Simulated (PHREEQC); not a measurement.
## Silver or lead bath: speciation

Make-up at 25 °C: 120 mmol/kgw Pb(NO3)2 and 130 mmol/kgw KNO3. It is in equilibrium with CO2 at log p = 0 (atm). Otherwise closed; pH follows from the charge balance.

Equilibrium calculation in PHREEQC: ion-association model, wateq4f.dat.

This is a speciation only: nothing precipitates in the calculation.

**Question.** Predict the pH, ionic strength, activity of water.

**Answer.** pH 3.33; ionic strength 0.362 mol/kgw; activity of water 0.990.

**Question.** In which forms is C present?

**Answer.** CO2 98 %, PbHCO3+ 1.7 % of the C.
